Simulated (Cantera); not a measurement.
# Adiabatic ignition

An adiabatic, constant-pressure homogeneous reactor starts with CO : H₂ : O₂ : N₂ = 1 : 0.79 : 0.932 : 3.51 (molar parts), at 1125 K and 1.00 bar.

Cantera simulation using GRI-Mech 3.0 (53 species, 325 reactions); the numbers are that mechanism's predictions, not measurements.

```csv
t (s),T (K),x CO,x H₂,x O₂,x NO,x HO₂
2.00e-6,1125,0.160,0.127,0.150,<1e-12,6.38e-10
6.54e-6,1125,0.160,0.127,0.150,<1e-12,3.07e-9
2.14e-5,1125,0.160,0.127,0.150,<1e-12,6.01e-8
7.00e-5,1133,0.160,0.124,0.148,4.37e-10,7.24e-5
0.000229,2377,0.0741,0.0135,0.0425,0.000148,5.36e-6
0.000749,2651,0.0576,0.00876,0.0333,0.00124,5.73e-6
0.00245,2659,0.0567,0.00859,0.0314,0.00466,5.62e-6
0.00801,2654,0.0568,0.00865,0.0295,0.00906,5.30e-6
0.0262,2652,0.0569,0.00866,0.0292,0.00986,5.25e-6
0.0857,2652,0.0569,0.00866,0.0292,0.00986,5.25e-6
0.280,2652,0.0569,0.00866,0.0292,0.00986,5.25e-6
0.917,2652,0.0569,0.00866,0.0292,0.00986,5.25e-6
3.00,2652,0.0569,0.00866,0.0292,0.00986,5.25e-6
```
x: mole fraction; the columns are a selection and need not sum to one.

```json
{
  "time_of_steepest_temperature_rise": "88.9 µs",
  "temperature at 3.00 s": "2652 K",
  "equilibrium_temperature": "2652 K",
  "x(CO) at 3.00 s": "0.0569 (gas-phase equilibrium 0.0569)",
  "x(H₂) at 3.00 s": "0.00866 (gas-phase equilibrium 0.00866)",
  "x(O₂) at 3.00 s": "0.0292 (gas-phase equilibrium 0.0292)"
}
```
